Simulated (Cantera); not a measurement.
A Cantera script and its output.

```python
import numpy as np
import cantera as ct

gas = ct.Solution("gri30.yaml")
gas.TPX = 975, 1333, {'H2': 0.19, 'O2': 1}
reactor = ct.IdealGasConstPressureReactor(gas, energy="off", clone=False)
net = ct.ReactorNet([reactor])
net.rtol, net.atol = 1e-08, 1e-18
show = ['H2', 'O2', 'OH', 'H2O', 'H2O2']
times = np.geomspace(3e-06, 1, 12)

steps = ct.SolutionArray(gas, extra=["t"])
rows = []
print(f"{'t/s':>10s}{'T/K':>9s}{'P/Pa':>11s}" + "".join(f"{s:>11s}" for s in show))
for t in times:
    while net.time < t:
        t_next = net.step()
        steps.append(gas.state, t=t_next)
    rows.append([np.interp(t, steps.t, y) for y in (steps.T, steps.P, *steps(*show).X.T)])
    print(f"{t:10.3e}{rows[-1][0]:9.1f}{rows[-1][1]:11.4g}" + "".join(f"{x:11.3e}" for x in rows[-1][2:]))
rate = np.gradient(steps.T, steps.t)
print("integrator steps:", len(steps.t))
if steps.T.max() > steps.T[0] + 200:
    print(f"time of steepest temperature rise: {steps.t[rate.argmax()]:.4e} s")
gas.TPX = 975, 1333, {'H2': 0.19, 'O2': 1}
gas.equilibrate("TP")
print(f"equilibrium (TP): T = {gas.T:.1f} K  " + "  ".join(f"{s} {gas[s].X[0]:.3e}" for s in show))
```

It prints:

```
       t/s      T/K       P/Pa         H2         O2         OH        H2O       H2O2
 3.000e-06    975.0       1333  1.597e-01  8.403e-01  1.550e-14  5.171e-16  3.491e-18
 9.532e-06    975.0       1333  1.597e-01  8.403e-01  1.463e-13  1.519e-14  3.523e-17
 3.029e-05    975.0       1333  1.597e-01  8.403e-01  1.215e-12  4.144e-13  3.543e-16
 9.624e-05    975.0       1333  1.597e-01  8.403e-01  8.010e-12  9.365e-12  3.584e-15
 3.058e-04    975.0       1333  1.597e-01  8.403e-01  5.300e-11  1.878e-10  3.644e-14
 9.717e-04    975.0       1333  1.597e-01  8.403e-01  1.442e-09  9.501e-09  3.969e-13
 3.087e-03    975.0       1333  1.595e-01  8.402e-01  1.934e-05  1.358e-04  5.652e-10
 9.810e-03    975.0       1333  5.252e-03  7.996e-01  3.152e-03  1.501e-01  3.355e-07
 3.117e-02    975.0       1333  4.750e-04  8.245e-01  6.911e-04  1.722e-01  3.493e-07
 9.905e-02    975.0       1333  3.640e-05  8.263e-01  1.704e-04  1.734e-01  1.932e-07
 3.147e-01    975.0       1333  3.292e-06  8.264e-01  5.780e-05  1.735e-01  7.712e-08
 1.000e+00    975.0       1333  3.841e-07  8.265e-01  2.386e-05  1.735e-01  2.898e-08
integrator steps: 1480
equilibrium (TP): T = 975.0 K  H2 6.773e-11  O2 8.265e-01  OH 3.815e-07  H2O 1.735e-01  H2O2 3.694e-11
```

Detailed kinetics in Cantera: GRI-Mech 3.0 (53 species, 325 reactions). Radical loss at walls, strong at low pressure, is not modelled. The temperature is held fixed by assumption; the heat of reaction is taken as removed at once.
